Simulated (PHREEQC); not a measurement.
Solution (5 °C): 0.23 mol HF and 0.013 mol KF per kg of water. Closed to the air; pH follows from the charge balance.

All values are PHREEQC results (ion-association model, phreeqc.dat), not measurements.

This is a speciation only: nothing precipitates in the calculation.

Task: Order these F species by the share of F that they hold, largest first: F-, HF2-, HF.

Result: HF (84 %), HF2- (9.0 %), F- (7.1 %)

The pH is 1.88 and the ionic strength 0.0280 mol/kgw. Constants without temperature data keep their 25 °C values here.
